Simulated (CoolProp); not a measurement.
A Linde-Hampson liquefier for oxygen: isothermal reversible compression at 200 K from 1 atm to 15 MPa, throttling to 1 atm, return gas leaving the recuperator 5 K below the feed. Each further row changes one setting.

Computed with CoolProp (reference Helmholtz-energy equation of state, Schmidt 1985).

```tsv
case	liquid yield per pass	compression work (kJ/kg of gas)
as stated	___	236
high pressure 30 MPa	0.361	___
warm-end temperature 230 K	___	283
warm-end gap 10 K	0.267	236
```

**Question.** Some entries are withheld; supply them.

**Answer.** 
- as stated, liquid yield per pass: 0.278
- high pressure 30 MPa, compression work (kJ/kg of gas): 261
- warm-end temperature 230 K, liquid yield per pass: 0.170
